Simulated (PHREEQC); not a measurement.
Consider water at 25 °C with 0.0021 mol/kgw AgNO3, 0.00017 mol/kgw NaNO3 and 0.021 mol/kgw Cu(NO3)2. Closed to the air; pH follows from the charge balance.

All values are PHREEQC results (ion-association model, wateq4f.dat), not measurements.

```json
[
 {"quantity": "pH", "before": "4.58", "after": "5.60"},
 {"quantity": "Cu2(OH)2+2 (mol/kgw)", "before": "1.32e-5", "after": "2.72e-7"},
 {"quantity": "CuOH+ (mol/kgw)", "before": "4.46e-6", "after": "7.66e-7"},
 {"quantity": "Cu(OH)2 (mol/kgw)", "before": "2.77e-7", "after": "6.24e-7"},
 {"quantity": "SI of Tenorite (CuO)", "before": "-0.49", "after": "-0.14"},
 {"quantity": "SI of Cu2(OH)3NO3 (Cu2(OH)3NO3)", "before": "-1.02", "after": "-3.26"}
]
```

Problem. Name the change that produced these shifts.
(A) AgNO3 from 0.0021 to 0.00315 mol/kgw
(B) Cu(NO3)2 from 0.021 to 0.21 mol/kgw
(C) NaNO3 from 0.00017 to 0.00034 mol/kgw
(D) diluted 2-fold with water
(E) diluted 100-fold with water

Solution. E, diluted 100-fold with water

This is a speciation only: nothing precipitates in the calculation.
